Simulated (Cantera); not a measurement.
A perfectly stirred reactor is fed with 66.2 % CH4, 33.8 % H2O, at 760 Torr; it is held at 1925 K, and followed from long to short residence time.

Computed with Cantera and GRI-Mech 3.0 (53 species, 325 reactions). GRI-Mech 3.0 stops at C3 and has no aromatics, soot or wall deposition, so with more carbon than oxygen in the feed, carbon stays in small species such as C2H2 where larger ones or solid carbon would form.

Predict: x(CH4) at τ = 1.90 s; x(H2O) at τ = 1.90 s; x(CO2) at τ = 1.90 s; x(CH4) at τ = 71.0 ms; x(H2O) at τ = 71.0 ms; x(O) at τ = 71.0 ms; x(CO2) at τ = 71.0 ms.


```
Item                      Value
---------------------  --------
x(CH4) at τ = 1.90 s    0.00785
x(H2O) at τ = 1.90 s    0.00641
x(CO2) at τ = 1.90 s   0.000330
x(CH4) at τ = 71.0 ms    0.0302
x(H2O) at τ = 71.0 ms    0.0753
x(O) at τ = 71.0 ms     2.74e-9
x(CO2) at τ = 71.0 ms   0.00271
```
